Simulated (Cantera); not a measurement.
A closed system holds: 1 mol c-C₄F₈, 0.93 mol H₂, 0.013 mol F₂, at 13.3 mbar.

Cantera equilibrium calculation (NASA polynomials, part measured and part estimated; ideal gas, pure solids and liquids). Candidate condensed phases: C, C₆H₆, C₇H₈, C₈H₁₈; 95 gas species. The feed counts by its element totals alone. Gases not in the tables: C₂F₆ and larger saturated fluorocarbons. Kinetics and transport are ignored. All values below are at 1448 K.

Base state: HF 0.547, CF₄ 0.453, CF₂ 0.000111, CF₃ 2.65e-5, F 1.66e-5 (mole fractions); condensed: C(graphite).

**Question.** What changes in the equilibrium state with this change: H₂ from 0.93 to 9.7 mol?

**Answer.** 
| species | before | after |
|---|---|---|
| HF | 0.547 | 0.585 |
| H₂ | 2.41e-9 | 0.415 |
| H | 3.91e-9 | 5.14e-5 |
| CF₄ | 0.453 | <1e-9 |
| CF₂ | 0.000111 | <1e-9 |
| CF₃ | 2.65e-5 | <1e-9 |
| C(graphite), mol | 2.46 | 4.00 |

**Question.** What changes in the equilibrium state with this change: c-C₄F₈ replaced by CH₃Cl?

**Answer.** 
```tsv
species	before	after
H₂	2.41e-9	0.651
HCl	0	0.340
HF	0.547	0.00883
CF₄	0.453	<1e-9
CF₂	0.000111	<1e-9
Cl	0	2.74e-5
CF₃	2.65e-5	<1e-9
CH₄	<1e-9	1.89e-5
F	1.66e-5	<1e-9
C(graphite), mol	2.46	1.000
```
